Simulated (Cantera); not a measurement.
What does this Cantera script print?

```python
import numpy as np
import cantera as ct

gas_names = [...]  # 151 gases of nasa_gas.yaml made of C, H, N, O, Si
cond_names = """
    C(gr) C6H6(L) C7H8(L) C8H18(L),n-octa H2O(s) H2O(L) Si(cr) Si(L) SiC(b) SiO2(Lqz) SiO2(hqz) SiO2(L)
    Si2N2O(s) Si3N4(a)
""".split()


# ... load() reads the species with a 1 bar reference pressure and builds the phases ...
atoms = {
    'Si3N4': {'Si': 3, 'N': 4},
    'CO2': {'C': 1, 'O': 2},
    'H2': {'H': 2},
}
top_T = {'C(gr)': 4500, 'SiC(b)': 3050, 'Si2N2O(s)': 2100, 'Si3N4(a)': 2400}  # K; cautious upper limits of use, not melting points


# ... equilibrate(T, P, feed) seeds the gas with the atoms and calls Mixture.equilibrate('TP', solver="vcs", rtol=1e-11, max_steps=5000) ...
results = []
feed = {'Si3N4': 1, 'CO2': 0.074, 'H2': 1.3}  # mol
P = 0.32  # Pa
for T in [1198, 1248, 1298, 1348, 1398, 1448, 1498, 1548, 1598, 1648, 1698]:
    mix = equilibrate(T, P, feed)
    results.append((T, P, feed, dict(zip(mix.species_names, mix.species_moles))))
    x = sorted(zip(gas.X, gas.species_names), reverse=True)
    print(f"T = {T:g} K  P = {P:g} Pa  gas = {mix.phase_moles(0):.4g} mol")
    print("   x: " + "  ".join(f"{s} {v:.3e}" for v, s in x if v > 0.0001))
    print("   condensed (mol): " + ("  ".join(f"{mix.phase(i).name} {mix.phase_moles(i):.4g}"
          for i in range(1, mix.n_phases) if mix.phase_moles(i) > 1e-12) or "none"))
```

It prints:

```
T = 1198 K  P = 0.32 Pa  gas = 1.399 mol
   x: H2 9.293e-01  N2 7.054e-02  H 1.024e-04
   condensed (mol): SiC(b) 0.074  Si2N2O(s) 0.148  Si3N4(a) 0.8767
T = 1248 K  P = 0.32 Pa  gas = 1.399 mol
   x: H2 9.290e-01  N2 7.056e-02  H 2.516e-04  SiO 1.343e-04
   condensed (mol): SiC(b) 0.074  Si2N2O(s) 0.1478  Si3N4(a) 0.8767
T = 1298 K  P = 0.32 Pa  gas = 1.527 mol
   x: H2 8.510e-01  N2 1.475e-01  SiO 9.105e-04  H 5.526e-04
   condensed (mol): Si(cr) 0.1892  SiC(b) 0.07398  Si2N2O(s) 0.1466  Si3N4(a) 0.8141
T = 1348 K  P = 0.32 Pa  gas = 2.775 mol
   x: N2 5.265e-01  H2 4.681e-01  SiO 4.386e-03  H 8.849e-04
   condensed (mol): Si(cr) 2.037  SiC(b) 0.07382  Si2N2O(s) 0.1357  Si3N4(a) 0.2017
T = 1398 K  P = 0.32 Pa  gas = 3.452 mol
   x: N2 5.794e-01  H2 3.758e-01  SiO 4.211e-02  H 1.622e-03  CO 7.681e-04  Si 2.435e-04
   condensed (mol): Si(cr) 2.782  SiC(b) 0.07134
T = 1448 K  P = 0.32 Pa  gas = 3.457 mol
   x: N2 5.786e-01  H2 3.745e-01  SiO 4.188e-02  H 3.153e-03  CO 9.338e-04  Si 9.138e-04
   condensed (mol): Si(cr) 2.781  SiC(b) 0.07076
T = 1498 K  P = 0.32 Pa  gas = 3.469 mol
   x: N2 5.765e-01  H2 3.718e-01  SiO 4.154e-02  H 5.857e-03  Si 3.136e-03  CO 1.118e-03
   condensed (mol): Si(cr) 2.775  SiC(b) 0.07009
T = 1548 K  P = 0.32 Pa  gas = 3.501 mol
   x: N2 5.712e-01  H2 3.661e-01  SiO 4.096e-02  H 1.041e-02  Si 9.929e-03  CO 1.314e-03
   condensed (mol): Si(cr) 2.752  SiC(b) 0.0693
T = 1598 K  P = 0.32 Pa  gas = 3.585 mol
   x: N2 5.578e-01  H2 3.537e-01  SiO 3.977e-02  Si 2.922e-02  H 1.770e-02  CO 1.505e-03
   condensed (mol): Si(cr) 2.682  SiC(b) 0.06824
T = 1648 K  P = 0.32 Pa  gas = 3.812 mol
   x: N2 5.245e-01  H2 3.267e-01  Si 8.050e-02  SiO 3.718e-02  H 2.845e-02  CO 1.645e-03  Si2C 3.515e-04  Si2 2.682e-04  SiH 1.514e-04  Si2N 1.327e-04
   condensed (mol): Si(cr) 2.478  SiC(b) 0.06634
T = 1698 K  P = 0.32 Pa  gas = 4.472 mol
   x: N2 4.471e-01  H2 2.696e-01  Si 2.052e-01  H 4.197e-02  SiO 3.143e-02  CO 1.666e-03  Si2C 1.223e-03  Si2 8.936e-04  SiH 2.968e-04  Si2N 2.708e-04  Si3 2.254e-04  SiN 1.496e-04
   condensed (mol): Si(L) 1.854  SiC(b) 0.06099
```

Equilibrium computed with Cantera from the NASA thermochemical tables; the gas is ideal and each condensed phase is pure. Mutual solubility and eutectic melting of coexisting phases are not modelled. The tables' values for SiN are old estimates; treat these amounts as uncertain.
